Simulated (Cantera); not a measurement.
## Premixed flame

A freely propagating, adiabatic, planar premixed flame of CH₄ : CO : O₂ : N₂ = 1 : 0.042 : 2.43 : 9.16 (molar parts), unburnt at 425 K and 0.987 atm; multicomponent transport, grid criteria slope 0.08 and curve 0.16, no radiation.

Model: GRI-Mech 3.0 (53 species, 325 reactions), integrated in Cantera. Burning velocities carry a grid error of a few per cent, more on coarse grids.

```
z (mm)  T (K)  u (m/s)     x CH₄     x CO    x O₂    x C₂H₆     x CO₂     x NO
------  -----  -------  --------  -------  ------  --------  --------  -------
-1.31     425    0.572    0.0791  0.00333   0.192     <1e-8   1.62e-7    <1e-8
-0.872    427    0.574    0.0790  0.00334   0.192   2.03e-7   3.17e-6    <1e-8
-0.654    434    0.584    0.0785  0.00345   0.191   1.72e-6   2.47e-5    <1e-8
-0.436    489    0.662    0.0754  0.00450   0.187   2.66e-5  0.000339  5.37e-8
-0.218    864     1.18    0.0544   0.0140   0.157  0.000424   0.00517  9.07e-7
-0.109   1257     1.73    0.0300   0.0268   0.120  0.000608    0.0141  2.27e-6
0        1629     2.25   0.00676   0.0382  0.0770   6.55e-5    0.0289  4.50e-6
0.109    1778     2.45  0.000403   0.0332  0.0535   1.85e-7    0.0443  7.19e-6
0.218    1831     2.51   1.21e-5   0.0244  0.0460     <1e-8    0.0549  9.16e-6
0.436    1897     2.59   2.82e-8   0.0159  0.0413     <1e-8    0.0645  1.19e-5
0.872    1974     2.68     <1e-8   0.0108  0.0381     <1e-8    0.0703  1.61e-5
1.74     2044     2.77     <1e-8  0.00727  0.0357     <1e-8    0.0742  2.23e-5
3.49     2094     2.82     <1e-8  0.00427  0.0340     <1e-8    0.0775  3.08e-5
```
x: mole fraction of selected species; z is measured from the peak of heat release.

```json
{
  "laminar_burning_velocity": "57.1 cm/s",
  "thermal_thickness": "0.436 mm",
  "peak x(C₂H₆)": "0.000649",
  "grid_points": "143"
}
```
